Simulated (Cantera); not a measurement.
An adiabatic, constant-pressure homogeneous reactor starts with CO : H2 : CH4 : O2 : N2 = 1 : 0.11 : 0.076 : 0.295 : 2.74 (molar parts), at 1250 K and 750 Torr. Integrator tolerance rtol = 1e-08.

Model: GRI-Mech 3.0 (53 species, 325 reactions), integrated in Cantera.

**Question.** What does this change do: constant volume in place of constant pressure?

**Answer.** 
```
quantity                                                              before                                    after
---------------------------------  -----------------------------------------  ---------------------------------------
time of steepest temperature rise                                   0.641 ms                                 0.575 ms
temperature at 0.200 s                                                2155 K                                   2374 K
equilibrium temperature                                               2155 K                                   2374 K
x(CO) at 0.200 s                         0.182 (gas-phase equilibrium 0.182)      0.184 (gas-phase equilibrium 0.184)
x(H2) at 0.200 s                       0.0194 (gas-phase equilibrium 0.0194)    0.0179 (gas-phase equilibrium 0.0179)
x(CH4) at 0.200 s                      <1e-12 (gas-phase equilibrium <1e-12)    <1e-12 (gas-phase equilibrium <1e-12)
x(HO2) at 0.200 s                  9.55e-10 (gas-phase equilibrium 9.55e-10)  1.15e-8 (gas-phase equilibrium 1.15e-8)
x(CH2CO) at 0.200 s                    <1e-12 (gas-phase equilibrium <1e-12)    <1e-12 (gas-phase equilibrium <1e-12)
```

**Question.** What does this change do: N2 2.74 to 4.1 parts?

**Answer.** 
```json
[
 {"quantity": "time of steepest temperature rise", "before": "0.641 ms", "after": "0.886 ms"},
 {"quantity": "temperature at 0.200 s", "before": "2155 K", "after": "1950 K"},
 {"quantity": "equilibrium temperature", "before": "2155 K", "after": "1950 K"},
 {"quantity": "x(CO) at 0.200 s", "before": "0.182 (gas-phase equilibrium 0.182)", "after": "0.136 (gas-phase equilibrium 0.136)"},
 {"quantity": "x(H2) at 0.200 s", "before": "0.0194 (gas-phase equilibrium 0.0194)", "after": "0.0159 (gas-phase equilibrium 0.0159)"},
 {"quantity": "x(CH4) at 0.200 s", "before": "<1e-12 (gas-phase equilibrium <1e-12)", "after": "1.20e-12 (gas-phase equilibrium 1.17e-12)"},
 {"quantity": "x(HO2) at 0.200 s", "before": "9.55e-10 (gas-phase equilibrium 9.55e-10)", "after": "3.33e-11 (gas-phase equilibrium 3.33e-11)"},
 {"quantity": "x(CH2CO) at 0.200 s", "before": "<1e-12 (gas-phase equilibrium <1e-12)", "after": "<1e-12 (gas-phase equilibrium <1e-12)"}
]
```
